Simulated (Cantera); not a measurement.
A perfectly stirred reactor is fed with CH4 : O2 : N2 = 1 : 2.44 : 9.17 (molar parts), equivalence ratio 0.82, at 1130 Torr; it is adiabatic with a 375 K inlet, and is followed from long to short residence time, starting on the burning branch (τ in s: 0.44, 0.2, 0.089, 0.04, 0.018, 0.0081, 0.0036, 0.0016, 0.00074, 0.00033, 0.00015, 6.8e-05).

Model: GRI-Mech 3.0 (53 species, 325 reactions), integrated in Cantera.

x: mole fraction; the columns are a selection and need not sum to one.

```tsv
τ (s)	T (K)	x CH4	x O2	x CO	x H	x H2O
0.44	2082	___	0.0343	0.000977	4.93e-5	0.157
0.20	2081	___	0.0346	0.00108	5.59e-5	0.157
0.089	2079	___	0.0348	0.00129	7.07e-5	0.157
0.040	2073	___	0.0350	0.00169	0.000103	0.156
0.018	2063	___	0.0354	0.00241	0.000172	0.155
0.0081	2047	___	0.0360	0.00359	0.000315	0.154
0.0036	2022	___	0.0369	0.00539	0.000599	0.153
0.0016	1986	___	0.0383	0.00789	0.00111	0.151
0.00074	1941	___	0.0402	0.0110	0.00190	0.148
0.00033	1881	___	0.0431	0.0153	0.00305	0.145
0.00015	1806	___	0.0475	0.0213	0.00423	0.142
6.8e-5	1679	___	0.0592	0.0340	0.00380	0.136
```

Q: What belongs in the gaps?

A: 
- 0.44, x CH4: 9.95e-7
- 0.20, x CH4: 2.07e-6
- 0.089, x CH4: 4.24e-6
- 0.040, x CH4: 8.11e-6
- 0.018, x CH4: 1.46e-5
- 0.0081, x CH4: 2.54e-5
- 0.0036, x CH4: 4.41e-5
- 0.0016, x CH4: 7.76e-5
- 0.00074, x CH4: 0.000138
- 0.00033, x CH4: 0.000268
- 0.00015, x CH4: 0.000583
- 6.8e-5, x CH4: 0.00212
